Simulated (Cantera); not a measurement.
Charge: 1 mol SiCl4, 0.087 mol C2H4, 1.3 mol H2, held at 2173 K and 0.0320 bar.

Equilibrium computed with Cantera from the NASA thermochemical tables; the gas is ideal and each condensed phase is pure. Candidate condensed phases: C, C6H6, C7H8, C8H18, Si, SiC; 109 gas species. The tables' values for SiCl3, SiCl are old estimates; treat these amounts as uncertain. Kinetics and transport are ignored.

Base state: HCl 0.533, SiCl2 0.271, H2 0.145, Cl 0.0275, H 0.0103, SiCl3 0.00892, SiCl 0.00213, Si 0.000619 (mole fractions); condensed: C(graphite).

Task: What changes in the equilibrium state with this change: temperature from 2173 K to 2300 K?

Result: 
```
species            before     after
----------------  -------  --------
HCl                 0.533     0.506
SiCl2               0.271     0.263
H2                  0.145     0.144
Cl                 0.0275    0.0520
H                  0.0103    0.0205
SiC2              5.36e-5  0.000338
Si2C              2.34e-5  0.000116
C(graphite), mol    0.171     0.166
```

Task: What changes in the equilibrium state with this change: pressure from 0.0320 bar to 0.0790 bar?

Result: 
| species | before | after |
|---|---|---|
| HCl | 0.533 | 0.541 |
| SiCl2 | 0.271 | 0.270 |
| H2 | 0.145 | 0.148 |
| Cl | 0.0275 | 0.0177 |
| SiCl3 | 0.00892 | 0.0141 |
| H | 0.0103 | 0.00660 |
| Si2C | 2.34e-5 | 9.10e-6 |
| Si | 0.000619 | 0.000245 |
| SiC2 | 5.36e-5 | 2.13e-5 |
| SiCl4 | 0.000264 | 0.000660 |
| SiHCl3 | 3.86e-5 | 9.62e-5 |
| C(graphite), mol | 0.171 | 0.171 |

Task: What changes in the equilibrium state with this change: SiCl4 replaced by SiHCl3?

Result: 
```tsv
species	before	after
HCl	0.533	0.375
H2	0.145	0.363
SiCl2	0.271	0.224
Cl	0.0275	0.0123
H	0.0103	0.0162
Si2	6.57e-7	1.14e-5
SiH2	2.67e-6	2.77e-5
SiH	1.97e-5	0.000129
SiCl4	0.000264	4.33e-5
C(graphite), mol	0.171	0
SiC(s), mol	0	0.173
```
The tables' values for SiCl, SiCl3 are old estimates; treat these amounts as uncertain. Gases not in the tables: Si2H6 and higher silanes.
